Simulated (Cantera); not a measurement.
Mixture: 13.0 % CH4, 7.51 % H2, 17.5 % O2, 57.0 % N2, 5.05 % CO2, equivalence ratio 1.7, at 1.01 bar, adiabatic and at constant volume. Ignition delay is the time to a rise of 400 K.

Cantera simulation using GRI-Mech 3.0 (53 species, 325 reactions); the numbers are that mechanism's predictions, not measurements.

Problem. Predict: delay at 1248 K; delay at 1348 K; delay at 1448 K; delay at 1548 K; apparent activation energy between 1498 and 1598 K.

Solution. 
```json
{
  "delay at 1248 K": "1.57 ms",
  "delay at 1348 K": "0.696 ms",
  "delay at 1448 K": "0.336 ms",
  "delay at 1548 K": "0.177 ms",
  "apparent activation energy between 1498 and 1598 K": "120 kJ/mol"
}
```
